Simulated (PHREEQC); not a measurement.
NaCl is added in steps, without added water, to 1 kg of water holding 0.099 mol HCl, 0.00017 mol Al2(SO4)3 and 0.0088 mol MgSO4, at 25 °C. O2 is buffered at 0.21 atm. No CO2 enters from the air. Solids allowed: Al(OH)3(a), Halite. Others were left out.

Base run: PHREEQC, ion-association model, phreeqc.dat. Each further column changes one thing. The table gives NaSO4- (mol/kgw).

| NaCl added (mol) | base | Al2(SO4)3 replaced by CuSO4 at the same molality | MgSO4 from 0.0088 to 0.088 mol/kgw | MgSO4 from 0.0088 to 0.0132 mol/kgw | no solid may form |
|---|---|---|---|---|---|
| 0 | 0 | 0 | 0 | 0 | 0 |
| 0.025 | 8.53e-5 | 8.30e-5 | 0.000737 | 0.000125 | 8.53e-5 |
| 0.05 | 0.000167 | 0.000163 | 0.00145 | 0.000245 | 0.000167 |
| 0.075 | 0.000246 | 0.000239 | 0.00215 | 0.000361 | 0.000246 |
| 0.0875 | 0.000285 | 0.000277 | 0.00250 | 0.000417 | 0.000285 |
| 0.1125 | 0.000360 | 0.000350 | 0.00317 | 0.000528 | 0.000360 |
| 0.1375 | 0.000434 | 0.000421 | 0.00384 | 0.000637 | 0.000434 |
| 0.1625 | 0.000506 | 0.000491 | 0.00448 | 0.000742 | 0.000506 |
| 0.1875 | 0.000576 | 0.000559 | 0.00512 | 0.000846 | 0.000576 |
| 0.2125 | 0.000645 | 0.000626 | 0.00574 | 0.000947 | 0.000645 |
| 0.225 | 0.000679 | 0.000659 | 0.00605 | 0.000997 | 0.000679 |
| 0.25 | 0.000746 | 0.000724 | 0.00666 | 0.00110 | 0.000746 |
| 0.275 | 0.000812 | 0.000787 | 0.00726 | 0.00119 | 0.000812 |
| 0.3 | 0.000877 | 0.000850 | 0.00784 | 0.00129 | 0.000877 |

 Solids allowed in the column 'Al2(SO4)3 replaced by CuSO4 at the same molality': Halite.
